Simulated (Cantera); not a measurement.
Charge: 1 mol Pb, 0.2 mol N2, 0.5 mol H2, at 0.00470 bar.

Equilibrium computed with Cantera from the NASA thermochemical tables; the gas is ideal and each condensed phase is pure. Candidate condensed phases: Pb; 11 gas species. The numbers say what is thermodynamically allowed, not how fast it happens.

log p: log10 of the partial pressure in bar; n: condensed amount in mol.

| T (K) | log p H2 | log p Pb | log p N2 | log p Pb2 | log p H | n Pb(l) |
|---|---|---|---|---|---|---|
| 798 | -2.47 | -7.24 | -2.87 | <-14 | -12.81 | 1.000 |
| 848 | -2.47 | -6.52 | -2.87 | -13.20 | -11.96 | 1.000 |
| 898 | -2.47 | -5.89 | -2.87 | -12.13 | -11.20 | 1.000 |
| 948 | -2.47 | -5.32 | -2.87 | -11.18 | -10.52 | 0.999 |
| 998 | -2.48 | -4.81 | -2.87 | -10.32 | -9.91 | 0.998 |
| 1048 | -2.48 | -4.35 | -2.88 | -9.55 | -9.35 | 0.993 |
| 1098 | -2.48 | ? | -2.88 | ? | ? | 0.982 |
| 1148 | -2.50 | -3.55 | -2.90 | -8.22 | -8.40 | 0.956 |
| 1198 | -2.54 | -3.20 | -2.93 | -7.64 | -7.99 | 0.893 |
| 1248 | -2.61 | -2.89 | -3.01 | -7.11 | -7.64 | 0.732 |
| 1298 | -2.82 | -2.59 | -3.21 | -6.62 | -7.38 | 0.164 |
| 1348 | -2.86 | -2.56 | -3.26 | -6.64 | ? | 0 |
| 1398 | -2.86 | -2.56 | -3.26 | -6.73 | -6.75 | 0 |

**Question.** What belongs in the gaps?

**Answer.** 
- 1348, log p H: -7.07
- 1098, log p Pb: -3.93
- 1098, log p Pb2: -8.86
- 1098, log p H: -8.85
